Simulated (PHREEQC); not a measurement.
# Brine (model solution)

Make-up at 5 °C: 29 mmol/kgw (NH4)2SO4, 12 mmol/kgw Na2SO4 and 0.32 mmol/kgw NaCl. Closed to the air; pH follows from the charge balance.

Equilibrium calculation in PHREEQC: ion-association model, phreeqc.dat.

No solid was allowed to form.

Problem. What pH, ionic strength, density does the model give?

Solution. pH 5.84; ionic strength 0.106 mol/kgw; density 1.004 g/cm³.

Problem. In which forms is S present?

Solution. SO4-2 79 %, NH4SO4- 18 %, NaSO4- 3.0 % of the S.

Species that the database lacks are ignored. At this temperature some constants are extrapolated from 25 °C, and those without enthalpy data are left unchanged.
